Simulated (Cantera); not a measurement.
Cantera run, input and output.

```python
import numpy as np
import cantera as ct

surf = ct.Interface("ptcombust.yaml", "Pt_surf")
gas = surf.adjacent["gas"]
gas.TPX = 750, 40000, {'CO': 0.0022, 'O2': 0.041, 'N2': 0.79}
surf.TP = 750, 40000
reactor = ct.FlowReactor(gas, clone=False)
reactor.area = 0.0001  # m2
reactor.surface_area_to_volume_ratio = 240  # 1/m
reactor.mass_flow_rate = 0.11 * reactor.area * gas.density  # inlet velocity 0.11 m/s
reactor.energy_enabled = False
wall = ct.ReactorSurface(surf, reactor, clone=False)
net = ct.ReactorNet([reactor])
net.rtol, net.atol = 1e-8, 1e-16
show, cover = ['CO', 'O2', 'H2O', 'CO2'], ['PT(S)', 'H(S)', 'O(S)', 'OH(S)', 'CO(S)', 'C(S)']

rows = []
print(f"{'z/m':>9s}{'u/(m/s)':>9s}" + "".join(f"{s:>13s}" for s in show + cover))
for z in [0.00028, 0.00049, 0.00087, 0.0016, 0.0028, 0.0049, 0.0087, 0.016, 0.028]:
    net.advance(z)
    rows.append([reactor.speed, *gas[show].X, *surf[cover].coverages])
    print(f"{z:9.4g}{rows[-1][0]:9.3g}" + "".join(f"{x:13.4e}" for x in rows[-1][1:]))
```

It prints:

```
      z/m  u/(m/s)           CO           O2          H2O          CO2        PT(S)         H(S)         O(S)        OH(S)        CO(S)         C(S)
  0.00028     0.11   1.3636e-03   4.8600e-02   1.5917e-29   1.2785e-03   4.8414e-02   8.1928e-25   9.5108e-01   4.1789e-19   5.1039e-04   2.5440e-17
  0.00049     0.11   1.0052e-03   4.8429e-02   4.8563e-29   1.6374e-03   4.4391e-02   6.8487e-24   9.5529e-01   4.5229e-18   3.1495e-04   1.4330e-17
  0.00087     0.11   6.2876e-04   4.8250e-02  -9.1853e-30   2.0143e-03   4.1161e-02   3.2347e-23   9.5867e-01   1.3889e-17   1.6880e-04   7.0965e-18
   0.0016     0.11   2.8597e-04   4.8087e-02   5.0390e-29   2.3576e-03   3.8803e-02   1.7611e-24   9.6113e-01   1.2080e-18   6.8063e-05   2.6905e-18
   0.0028     0.11   8.7192e-05   4.7992e-02  -2.8682e-30   2.5566e-03   3.7622e-02  -3.1013e-24   9.6236e-01   1.7457e-18   1.9485e-05   7.4583e-19
   0.0049     0.11   1.1811e-05   4.7957e-02   4.1414e-30   2.6321e-03   3.7204e-02   6.8830e-24   9.6279e-01  -1.3283e-18   2.5799e-06   9.7611e-20
   0.0087     0.11   3.2887e-07   4.7951e-02   7.2293e-33   2.6436e-03   3.7142e-02   1.2855e-24   9.6286e-01   8.7317e-19   7.1591e-08   2.7040e-21
    0.016     0.11   3.4045e-10   4.7951e-02   2.7818e-33   2.6439e-03   3.7140e-02   1.2904e-24   9.6286e-01   8.7655e-19   7.4105e-11   2.7988e-24
    0.028     0.11   4.3376e-15   4.7951e-02   2.5046e-33   2.6439e-03   3.7140e-02   1.3016e-24   9.6286e-01   8.8419e-19   9.4414e-16   3.5666e-29
```

Computed with Cantera and Deutschmann's 1995 Pt surface mechanism with GRI-Mech 3.0 gas chemistry. Catalytic surfaces can have several steady states; this one follows from the mechanism file's or the stated starting coverage. Mass transfer to the wall is taken as infinitely fast.
